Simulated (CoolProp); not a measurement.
Properties of methanol at several states (Tc = 513.4 K, pc = 8.216 MPa, ω = 0.565).

Values from CoolProp's reference Helmholtz-energy equation of state, de Reuck 1993.

```json
[
 {"T (K)": "275.8", "p (MPa)": "5.87", "phase": "liquid", "conductivity (mW/(m K))": "207", "Prandtl number": "9.27", "fugacity coefficient": "0.0008945"},
 {"T (K)": "594.6", "p (MPa)": "0.0381", "phase": "gas", "conductivity (mW/(m K))": "51.8", "Prandtl number": "0.791", "fugacity coefficient": "0.9992"},
 {"T (K)": "465.9", "p (MPa)": "0.58", "phase": "gas", "conductivity (mW/(m K))": "34.7", "Prandtl number": "0.865", "fugacity coefficient": "0.9658"},
 {"T (K)": "236.2", "p (MPa)": "32.9", "phase": "liquid", "conductivity (mW/(m K))": "225", "Prandtl number": "20.1", "fugacity coefficient": "1.493e-5"}
]
```

Viscosity comes from a separate model (Xiang 2006). Thermal conductivity comes from a separate model (Sykioti 2013).
